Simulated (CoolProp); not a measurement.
A single-stage vapour-compression cycle with the fluid: evaporating at 262.15 K (dew point), condensing at 318.15 K (bubble point), superheat 5 K, subcooling 8 K, compressor efficiency 0.7, no pressure losses. The same conditions are run with several fluids, on thermodynamics alone (safety and materials aside).

Model: reference Helmholtz-energy equation of state of each fluid (chloromethane (R40): Thol 2014; isobutene: Lemmon 2005; cis-2-butene: Lemmon 2005; R141b: Lemmon 2006; R1233zd(E): Akasaka 2022; R236EA: Rui 2013), in CoolProp.

| fluid | cooling COP | pressure ratio | discharge temperature (K) | refrigerating effect (kJ/kg) | volumetric capacity (kJ/m³) |
|---|---|---|---|---|---|
| chloromethane (R40) | 2.74 | 5.75 | 416.1 | 342 | 1410 |
| isobutene | 2.75 | 6.21 | 340.4 | 291 | 660 |
| cis-2-butene | 2.82 | 6.99 | 351.5 | 329 | 475 |
| R141b | 2.88 | 9.42 | 356.0 | 191 | 169 |
| R1233zd(E) | 2.80 | 8.64 | 342.2 | 156 | 271 |
| R236EA | 2.64 | 8.26 | 326.4 | 118 | 394 |
